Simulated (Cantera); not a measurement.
Input (Python, Cantera):

```python
import numpy as np
import cantera as ct

gas = ct.Solution("gri30.yaml")
gas.TP = 300, 76000
flame = ct.CounterflowDiffusionFlame(gas, width=0.02)
flame.fuel_inlet.X, flame.fuel_inlet.T = {'CH4': 1, 'N2': 0.4}, 598
flame.oxidizer_inlet.X, flame.oxidizer_inlet.T = {'O2': 0.18, 'N2': 0.82}, 375
flame.set_refine_criteria(ratio=3, slope=0.12, curve=0.24, prune=0.03)
show = ['OH', 'H', 'NO', 'CO', 'C2H2']

rows = []
print(f"{'mdot':>8s}{'a_max':>10s}{'a_mean':>10s}{'Tmax/K':>9s}" + "".join(f"{s:>11s}" for s in show) + "   (peak mole fractions)")
for i, mdot in enumerate([0.19, 0.27, 0.39, 0.55, 0.79, 1.1, 1.6, 2.3, 3.3, 4.7]):  # kg/m2/s on the oxidiser side
    flame.oxidizer_inlet.mdot, flame.fuel_inlet.mdot = mdot, 0.69 * mdot
    flame.solve(loglevel=0, auto=(i == 0))
    if flame.T.max() < max(598, 375) + 100:
        print(f"{mdot:8.3g}  no burning solution found from the previous one")
        break
    dT = np.abs(np.gradient(flame.T, flame.grid))
    rows.append([flame.strain_rate("max"), flame.strain_rate("mean"), flame.T.max(),
                 *(flame.X[gas.species_index(s)].max() for s in show), max(dT[0], dT[-1]) / dT.max()])
    print(f"{mdot:8.3g}{rows[-1][0]:10.1f}{rows[-1][1]:10.1f}{rows[-1][2]:9.1f}" + "".join(f"{x:11.3e}" for x in rows[-1][3:-1]))
```

It prints:

```
    mdot     a_max    a_mean   Tmax/K         OH          H         NO         CO       C2H2   (peak mole fractions)
    0.19     138.4      35.6   1891.7  4.459e-03  2.965e-03  1.225e-04  3.483e-02  6.111e-03
    0.27     190.9      50.6   1872.7  4.329e-03  3.045e-03  1.013e-04  3.507e-02  5.480e-03
    0.39     268.3      73.1   1851.4  4.145e-03  3.093e-03  7.851e-05  3.558e-02  4.801e-03
    0.55     369.8     103.0   1827.1  3.887e-03  3.063e-03  5.667e-05  3.628e-02  4.067e-03
    0.79     517.5     148.0   1786.9  3.402e-03  2.830e-03  3.249e-05  3.717e-02  2.987e-03
     1.1  no burning solution found from the previous one
```

Detailed kinetics in Cantera: GRI-Mech 3.0 (53 species, 325 reactions). GRI-Mech 3.0 has no aromatics or soot, which form on the fuel side of real flames. The maximum strain rate includes the flame's own expansion and is several times the mean. A flux with no burning solution from the previous one only brackets extinction.
